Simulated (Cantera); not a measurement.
Feed: 1 mol Si₃N₄, 0.0031 mol O₂, a varied amount of N₂, at 0.170 bar.

Equilibrium computed with Cantera from the NASA thermochemical tables; the gas is ideal and each condensed phase is pure. Candidate condensed phases: Si, SiO₂, Si₂N₂O, Si₃N₄; 16 gas species. Mutual solubility and eutectic melting of coexisting phases are not modelled. Equilibrium is a limit: real reactors are often held back by kinetics, nucleation or transport.

Stable condensed phases, one row left out:

```
T in °C \ n(N₂) in mol
         2.1 4.6 9.9  21  46  99 210 460 990
   2000    A   A   A   A   A   A   A   A   B
   1800    A   A   A   A   A   A   A   A   A
   1700    C   C   C   C   C   C   C   C   C
   1600    C   C   C   C   C   C   C   C   C
   1500    D   D   D   C   C   C   C   C   C
   1400    D   D   D   D   D   D   C   C   C
   1300    D   D   D   D   D   D   D   D   D
   1200    D   D   D   D   D   D   D   D   D
   1100    D   D   D   D   D   D   D   D   D
   1000    D   D   D   D   D   D   D   D   D
    900    D   D   D   D   D   D   D   D   D
    800    D   D   D   D   D   D   D   D   D
    700    D   D   D   D   D   D   D   D   D
```

A: Si; B: gas only; C: Si₃N₄; D: Si₂N₂O + Si₃N₄.

**Question.** Give the row for 1900 °C.

**Answer.** 2.1: Si; 4.6: Si; 9.9: Si; 21: Si; 46: Si; 99: Si; 210: Si; 460: Si; 990: Si.
